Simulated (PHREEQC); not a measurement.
Consider water at 25 °C with 0.25 mol K2CO3, 0.0079 mol Na2SO4 and 8.9e-05 mol H4SiO4 per kg of water. Closed to the air; pH follows from the charge balance.

Computed with PHREEQC (ion-association model, phreeqc.dat).

```csv
quantity,before,after
pH,11.48,11.97
ionic strength (mol/kgw),0.748,0.789
CO3-2 (mol/kgw),0.238,0.241
Na+ (mol/kgw),0.00852,0.00855
NaCO3- (mol/kgw),0.00723,0.00721
HCO3- (mol/kgw),0.00507,0.00162
```

Task: Which change was made?
A) 0.017 mol/kgw K2SiO3 added
B) H4SiO4 left out
C) diluted 5-fold with water
D) H4SiO4 from 8.9e-05 to 8.9e-06 mol/kgw

Result: A, 0.017 mol/kgw K2SiO3 added

No solid was allowed to form. The ionic strength passes 0.7 mol/kgw, the rough limit of the ion-association models, in every such run.
